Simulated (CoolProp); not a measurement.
Vapour-liquid equilibrium of hydrogen sulfide (1) + toluene (2) at 2.05 bar; x and y are mole fractions of (1).

Computed with CoolProp (multi-fluid Helmholtz-energy mixture model, Lemmon 2006 and Lemmon 2006; pair parameters Bell 2016).

| x | bubble temperature, mixture model (K) | bubble temperature, Raoult's law (K) | y, mixture model | y, Raoult's law |
|---|---|---|---|---|
| 0.05 | 331.5 | 326.8 | 0.915 | 0.934 |
| 0.15 | 284.0 | 282.8 | 0.992 | 0.993 |
| 0.25 | 267.8 | 265.5 | 0.997 | 0.998 |
| 0.35 | 258.2 | 255.2 | 0.999 | 0.999 |
| 0.45 | 251.0 | 248.0 | 0.999 | 1.000 |
| 0.55 | 245.1 | 242.6 | 1.000 | 1.000 |
| 0.65 | 240.1 | 238.3 | 1.000 | 1.000 |
| 0.75 | 235.8 | 234.7 | 1.000 | 1.000 |
| 0.85 | 232.1 | 231.7 | 1.000 | 1.000 |
| 0.95 | 229.1 | 229.0 | 1.000 | 1.000 |

The largest gap from Raoult's law is +4.7 K in bubble temperature, at x = 0.05. No azeotrope shows between x = 0.05 and 0.95.

Pair parameters are fitted to limited data, so mixtures are less certain than the pure fluids.
